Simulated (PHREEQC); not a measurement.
Model water analysis in mg/L, 64 °C, pH 6.75, pe 8.4:

| constituent | mg/L |
|---|---|
| Na | 0.202 |
| K | 0.093 |
| Ca | 2.65 |
| Mg | 0.201 |
| Cl | 1.57 |
| S(6) as SO4 | 0.755 |
| Alkalinity as HCO3 | 6.22 |
| Cd | 0.00489 |

Valence states are taken as typed.

Equilibrium calculation in PHREEQC: ion-association model, phreeqc.dat.

This is a speciation only: nothing precipitates in the calculation.

Predict the charge-balance error.

charge-balance error -0.6 %.

In which forms is S present?

SO4-2 98 %, CaSO4 1.3 % of the S.

Species that the database lacks are ignored. At this temperature some constants are extrapolated from 25 °C, and those without enthalpy data are left unchanged.
